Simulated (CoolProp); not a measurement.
Vapour-liquid equilibrium of CHF3 (R23) (1) + R134a (2) at -5.25 °C; x and y are mole fractions of (1).

Values from CoolProp's multi-fluid Helmholtz-energy mixture model, Penoncello 2003 and Tillner-Roth 1994; pair parameters Bell 2016.

```json
[
 {"x": "0.05", "bubble pressure (MPa)": "0.3177", "y at the bubble point": "0.260", "dew pressure at overall composition x (MPa)": "0.2528", "liquid density (mol/L)": "(withheld)"},
 {"x": "0.15", "bubble pressure (MPa)": "0.4737", "y at the bubble point": "0.534", "dew pressure at overall composition x (MPa)": "0.2801", "liquid density (mol/L)": "13.33"},
 {"x": "0.25", "bubble pressure (MPa)": "0.6349", "y at the bubble point": "0.677", "dew pressure at overall composition x (MPa)": "0.3138", "liquid density (mol/L)": "13.65"},
 {"x": "0.35", "bubble pressure (MPa)": "0.8027", "y at the bubble point": "0.767", "dew pressure at overall composition x (MPa)": "0.3564", "liquid density (mol/L)": "(withheld)"},
 {"x": "0.45", "bubble pressure (MPa)": "0.9785", "y at the bubble point": "0.829", "dew pressure at overall composition x (MPa)": "0.4121", "liquid density (mol/L)": "14.29"},
 {"x": "0.55", "bubble pressure (MPa)": "1.164", "y at the bubble point": "0.875", "dew pressure at overall composition x (MPa)": "0.4879", "liquid density (mol/L)": "(withheld)"},
 {"x": "0.65", "bubble pressure (MPa)": "1.359", "y at the bubble point": "0.911", "dew pressure at overall composition x (MPa)": "0.5967", "liquid density (mol/L)": "14.87"},
 {"x": "0.75", "bubble pressure (MPa)": "1.566", "y at the bubble point": "0.940", "dew pressure at overall composition x (MPa)": "0.7653", "liquid density (mol/L)": "(withheld)"},
 {"x": "0.85", "bubble pressure (MPa)": "1.788", "y at the bubble point": "0.966", "dew pressure at overall composition x (MPa)": "(withheld)", "liquid density (mol/L)": "15.30"},
 {"x": "0.95", "bubble pressure (MPa)": "2.029", "y at the bubble point": "0.989", "dew pressure at overall composition x (MPa)": "1.647", "liquid density (mol/L)": "15.37"}
]
```

**Question.** Some entries are withheld; supply them.

**Answer.** 
- 0.05, liquid density (mol/L): 13.02
- 0.35, liquid density (mol/L): 13.97
- 0.55, liquid density (mol/L): 14.59
- 0.75, liquid density (mol/L): 15.12
- 0.85, dew pressure at overall composition x (MPa): 1.057

No azeotrope shows between x = 0.05 and 0.95.

Pair parameters are fitted to limited data, so mixtures are less certain than the pure fluids.
